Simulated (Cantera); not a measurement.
Feed: 1 mol Fe₃O₄, 1.4 mol CO, 2.2 mol N₂, held at 0.0100 bar.

Cantera equilibrium calculation (NASA polynomials, part measured and part estimated; ideal gas, pure solids and liquids). Candidate condensed phases: C, Fe, Fe(CO)₅, FeO, Fe₂O₃, Fe₃O₄; 27 gas species. The tables' stoichiometric FeO is somewhat more stable than real wüstite, so its field is too wide. FeO: taken at fixed stoichiometry. The numbers say what is thermodynamically allowed, not how fast it happens.

Task: Which condensed phases are stable at each of these points (T (K)): 923, 1073, 1223, 1373, 1523, 1673, 1823, 1973?

Result: 
| T (K) | condensed phases | Fe condensed (%) |
|---|---|---|
| 923 | FeO(s) | 100.0 |
| 1073 | FeO(s) | 100.0 |
| 1223 | FeO(s) | 100.0 |
| 1373 | FeO(s) | 100.0 |
| 1523 | FeO(s) | 100.0 |
| 1673 | FeO(l) | 100.0 |
| 1823 | FeO(l) | 100.0 |
| 1973 | FeO(l) | 99.8 |

From 923 K to 1523 K the condensed part is FeO(s). From 1673 K to 1973 K the condensed part is FeO(l).
